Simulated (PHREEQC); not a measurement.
**Brine**

Solution (25 °C and 50 atm): 1.5 mol/kgw HCl, 2.3 mol/kgw FeCl2 and 0.97 mol/kgw MgCl2. Closed to the air; pH follows from the charge balance.

The numbers come from PHREEQC with the Pitzer model, pitzer.dat.

Precipitation was switched off in this run.

### Question
Estimate the pH.

### Answer
pH -1.63.

In brines, pH and single-ion activities rest on the MacInnes convention. Under pressure, the constants of complexes without a molar volume in the database are unreliable.
